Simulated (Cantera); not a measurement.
A Cantera script and what it prints.

```python
import numpy as np
import cantera as ct

gas_names = """
    F F2 H HF H2 H2F2 H3F3 H4F4 H5F5 H6F6 H7F7 N NF NF2 NF3 NH NH2 NH3 N2 N2H2 N2H4 Si SiF SiF2 SiF3
    SiF4 SiH SiHF3 SiH2 SiH2F2 SiH3 SiH3F SiH4 SiN Si2 Si2N Si3
""".split()
cond_names = """
    Si(cr) Si(L) Si3N4(a)
""".split()


def load(file, names, dense=False):
    # The tables refer to 1 bar. Condensed volumes are neglected.
    table = {s.name: s for s in ct.Species.list_from_file(file)}
    out = []
    for n in names:
        d = dict(table[n].input_data)
        d["thermo"] = dict(d["thermo"], **{"reference-pressure": 1e5})
        if dense:
            d["equation-of-state"] = {"model": "constant-volume", "density": "1e6 g/cm^3"}
        out.append(ct.Species.from_dict(d))
    return out


gas = ct.Solution(thermo="ideal-gas", species=load("nasa_gas.yaml", gas_names))
cond = {s.name: ct.Solution(thermo="fixed-stoichiometry", species=[s], name=s.name)
        for s in load("nasa_condensed.yaml", cond_names, dense=True)}
atoms = {
    'SiF4': {'Si': 1, 'F': 4},
    'N2': {'N': 2},
    'H2': {'H': 2},
}
top_T = {'Si3N4(a)': 2400}  # K; cautious upper limits of use, not melting points


def equilibrate(T, P, feed):
    n = {}
    for name, mol in feed.items():
        for a, k in atoms[name].items():
            n[a] = n.get(a, 0.0) + k * mol
    gas.TPX = T, P, n
    mass = sum(n.values()) * gas.mean_molecular_weight
    gas.equilibrate("TP")
    valid = [c for c in cond.values() if c.min_temp <= T <= top_T.get(c.name, c.max_temp)]
    mix = ct.Mixture([(gas, mass / gas.mean_molecular_weight)] + [(c, 0.0) for c in valid])
    mix.T, mix.P = T, P
    mix.equilibrate("TP", solver="vcs", rtol=1e-11, max_steps=5000)
    return mix


results = []
feed = {'SiF4': 1, 'N2': 81, 'H2': 0.25}  # mol
T = 1198.15  # K
for P in [5, 15, 45, 140, 410, 1200, 3700, 11000, 33000, 100000]:
    mix = equilibrate(T, P, feed)
    results.append((T, P, feed, dict(zip(mix.species_names, mix.species_moles))))

top = {s: max(r[3][s] / sum(r[3][g] for g in gas_names) for r in results) for s in gas_names}
cols = sorted((s for s in top if top[s] > 0.0001), key=lambda s: -top[s])[:6]
seen = [c for c in cond_names if any(r[3].get(c, 0) > 1e-12 for r in results)]
print("log10 of partial pressures in bar; condensed amounts in mol")
print(f"{'P/Pa':>10s}" + "".join(f"{s[:9]:>10s}" for s in cols + seen))
for T, P, feed, n in results:
    ng = sum(n[g] for g in gas_names)
    print(f"{P:10.4g}" + "".join(f"{np.log10(max(n[s] / ng * P / 1e5, 1e-99)):10.3f}" for s in cols)
          + "".join(f"{n.get(c, 0):10.4g}" for c in seen))
```

Result:

```
log10 of partial pressures in bar; condensed amounts in mol
      P/Pa        N2      SiF4        H2        HF      SiF3  Si3N4(a)
         5    -4.308    -6.232    -6.851    -7.656    -7.691         0
        15    -3.831    -5.751    -6.366    -7.297    -7.326         0
        45    -3.353    -5.271    -5.883    -6.938    -6.964         0
       140    -2.861    -4.776    -5.386    -6.565    -6.593         0
       410    -2.394    -4.308    -4.916    -6.211    -6.244         0
      1200    -1.927    -3.840    -4.448    -5.800    -5.954 0.0002006
      3700    -1.438    -3.350    -3.958    -5.351    -5.668 0.0003584
   1.1e+04    -0.965    -2.876    -3.485    -4.916    -5.391 0.0004286
   3.3e+04    -0.488    -2.398    -3.007    -4.479    -5.113   0.00045
     1e+05    -0.007    -1.917    -2.525    -4.037    -4.832 0.0004414
```

Cantera equilibrium calculation (NASA polynomials, part measured and part estimated; ideal gas, pure solids and liquids). N2 is the only nitrogen source here; it is nearly inert below about 1500 K, so the nitride shown seldom forms there in practice. The tables' values for SiF3, SiF2 are old estimates; treat these amounts as uncertain.
